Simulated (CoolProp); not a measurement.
Vapour-liquid equilibrium of propane (1) + n-butane (2) at 10.95 °C; x and y are mole fractions of (1).

Computed with CoolProp (multi-fluid Helmholtz-energy mixture model, Lemmon 2009 and Bücker 2006; pair parameters Kunz 2012).

```
x     bubble pressure, mixture model (bar)  bubble pressure, Raoult's law (bar)  y, mixture model  y, Raoult's law
----  ------------------------------------  -----------------------------------  ----------------  ---------------
0.05                                   [?]                                1.785               [?]            0.183
0.2                                  2.463                                2.535             0.484            0.516
0.35                                 3.185                                3.286               [?]            0.696
0.5                                  3.926                                4.037             0.786            0.810
0.65                                   [?]                                4.787             0.871            0.888
0.8                                  5.461                                5.538               [?]            0.945
0.95                                 6.264                                6.289             0.985            0.988
```

### Question
Some entries are withheld; supply them.

### Answer

- 0.05, bubble pressure, mixture model (bar): 1.762
- 0.05, y, mixture model: 0.165
- 0.35, y, mixture model: 0.667
- 0.65, bubble pressure, mixture model (bar): 4.684
- 0.8, y, mixture model: 0.934

The largest gap from Raoult's law is -3.1 % in bubble pressure, at x = 0.35. No azeotrope shows between x = 0.05 and 0.95.

Pair parameters are fitted to limited data, so mixtures are less certain than the pure fluids.
